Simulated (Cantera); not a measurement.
Feed: 1 mol H2O, 0.15 mol O2, 0.39 mol H2, equilibrated at 823.15 K and 0.000310 bar.

Cantera equilibrium calculation (NASA polynomials, part measured and part estimated; ideal gas, pure solids and liquids). Candidate condensed phases: H2O; 9 gas species. Kinetics and transport are ignored.

Base state: H2O 0.935, H2 0.0647 (mole fractions); condensed: gas only.

Question: What changes in the equilibrium state with this change: 0.024 mol Cl2 added?

Answer: 
```
species  before   after
-------  ------  ------
H2O       0.935   0.919
H2       0.0647  0.0467
HCl           0  0.0339
```
